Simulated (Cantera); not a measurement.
Feed: 1 mol AlN, 8.7 mol Cl₂, at 950 °C and 0.133 bar.

Method: chemical equilibrium by Gibbs-energy minimisation in Cantera with the NASA 1993 tables (ideal gas, pure condensed phases). Candidate condensed phases: Al, AlCl₃, AlN; 11 gas species. The numbers say what is thermodynamically allowed, not how fast it happens.

Base state: Cl₂ 0.814, AlCl₃ 0.114, N₂ 0.0570, Cl 0.0148, Al₂Cl₆ 1.43e-5 (mole fractions); condensed: gas only.

Q: What changes in the equilibrium state with this change: temperature from 950 °C to 1152 °C?

A: 
| species | before | after |
|---|---|---|
| Cl₂ | 0.814 | 0.753 |
| AlCl₃ | 0.114 | 0.110 |
| Cl | 0.0148 | 0.0816 |
| N₂ | 0.0570 | 0.0551 |
| Al₂Cl₆ | 1.43e-5 | 2.91e-6 |
